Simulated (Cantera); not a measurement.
A perfectly stirred reactor is fed with H2 : O2 : N2 = 1.8 : 1 : 1.3 (molar parts), at 76000 Pa; it is held at 1298 K, and followed from long to short residence time.

Cantera simulation using the H2/O2 subset of GRI-Mech 3.0, which has no nitrogen chemistry; the numbers are that mechanism's predictions, not measurements. The temperature is held fixed by assumption; the heat of reaction is taken as removed at once.

Task: Predict: x(H2) at τ = 20.0 s; x(O2) at τ = 20.0 s; x(H2O2) at τ = 20.0 s; x(OH) at τ = 20.0 s; x(H2O) at τ = 20.0 s; x(H2) at τ = 96.0 ms; x(O2) at τ = 96.0 ms; x(H2O2) at τ = 96.0 ms; x(OH) at τ = 96.0 ms; x(H2O) at τ = 96.0 ms.

Result: 
```json
{
 "x(H2) at τ = 20.0 s": "4.56e-5",
 "x(O2) at τ = 20.0 s": "0.0312",
 "x(H2O2) at τ = 20.0 s": "1.08e-7",
 "x(OH) at τ = 20.0 s": "8.35e-5",
 "x(H2O) at τ = 20.0 s": "0.562",
 "x(H2) at τ = 96.0 ms": "0.00155",
 "x(O2) at τ = 96.0 ms": "0.0319",
 "x(H2O2) at τ = 96.0 ms": "1.76e-6",
 "x(OH) at τ = 96.0 ms": "0.000476",
 "x(H2O) at τ = 96.0 ms": "0.560"
}
```
